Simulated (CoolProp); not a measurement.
A single-stage vapour-compression cycle with the fluid: evaporating at 310.15 K (dew point), condensing at 343.15 K (bubble point), superheat 10 K, subcooling 8 K, compressor efficiency 0.9, no pressure losses. The same conditions are run with several fluids, on thermodynamics alone (safety and materials aside).

Values from CoolProp's reference Helmholtz-energy equation of state of each fluid (tetrahydrofuran: Fiedler 2023; trans-2-butene: Lemmon 2005; chlorine: Thol 2021; R245ca: Zhou 2016; isohexane: Lemmon 2006; isobutene: Lemmon 2005).

```
fluid            cooling COP  pressure ratio  discharge temperature (K)  refrigerating effect (kJ/kg)  volumetric capacity (kJ/m³)
---------------  -----------  --------------  -------------------------  ----------------------------  ---------------------------
tetrahydrofuran         8.07            3.23                        [?]                           403                          395
trans-2-butene          7.76            2.36                      352.4                           324                         2510
chlorine                7.35            2.10                      390.3                           218                         6970
R245ca                  7.84            2.80                      347.6                           [?]                         1410
isohexane               7.92            3.02                      343.3                           298                          448
isobutene               7.66            2.28                        [?]                           300                         3030
```

### Question
Complete the blanks.

### Answer

- tetrahydrofuran, discharge temperature (K): 362.1
- R245ca, refrigerating effect (kJ/kg): 171
- isobutene, discharge temperature (K): 351.4
